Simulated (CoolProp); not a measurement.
Values from CoolProp's reference Helmholtz-energy equation of state, Zhou 2012.

Q: Give the vapour pressure (MPa), liquid viscosity (µPa s), vapour viscosity (µPa s), liquid conductivity (mW/(m K)) of saturated o-xylene at 473.5 K.

A: 
```json
[
 {"T (K)": "473.5", "p (MPa)": "0.365", "liquid viscosity (µPa s)": "173", "vapour viscosity (µPa s)": "10.3", "liquid conductivity (mW/(m K))": "88.7"}
]
```

Viscosity comes from a separate model (Cao 2016). Thermal conductivity comes from a separate model (Mylona 2014).
